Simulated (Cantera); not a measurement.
Charge: 1 mol Si, 4.6 mol Br2, 0.41 mol H2, at 548 K and 1.00 bar.

Equilibrium computed with Cantera from the NASA thermochemical tables; the gas is ideal and each condensed phase is pure. Candidate condensed phases: Br2, Si; 19 gas species. Kinetics and transport are ignored.

Base state: Br2 0.546, SiBr4 0.249, HBr 0.204 (mole fractions); condensed: gas only.

**Question.** What changes in the equilibrium state with this change: temperature from 548 K to 1098.15 K?

**Answer.** 
```tsv
species	before	after
Br2	0.546	0.537
SiBr4	0.249	0.248
HBr	0.204	0.203
Br	2.70e-7	0.0121
```
